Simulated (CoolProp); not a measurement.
A simple Rankine cycle with ammonia: condensing at 292.15 K, boiler at 3.34 MPa, turbine inlet 345.4 K, turbine efficiency 0.9, pump efficiency 0.6, no recuperator. Each further row changes one setting.

Values from CoolProp's reference Helmholtz-energy equation of state, Gao 2020.

| case | thermal efficiency (%) | net work (kJ/kg) | heat in (kJ/kg) | turbine exit temperature (K) | volume ratio over the turbine |
|---|---|---|---|---|---|
| as stated | 11.9 | 143 | 1200 | 292.2 | 3.58 |
| turbine inlet 365.4 K | (withheld) | (withheld) | 1280 | 292.2 | 3.33 |
| condensing temperature 284.15 K | (withheld) | 169 | 1230 | 284.1 | 4.56 |
| boiler pressure 2.34 MPa | 9.3 | 117 | 1260 | 292.2 | 2.43 |
| turbine efficiency 0.8 | 10.5 | 126 | 1200 | 292.2 | 3.64 |

Fill in the missing entries.


- turbine inlet 365.4 K, thermal efficiency (%): 12.2
- turbine inlet 365.4 K, net work (kJ/kg): 156
- condensing temperature 284.15 K, thermal efficiency (%): 13.7

The expansion ends wet for: as stated; turbine inlet 365.4 K; condensing temperature 284.15 K; boiler pressure 2.34 MPa; turbine efficiency 0.8.
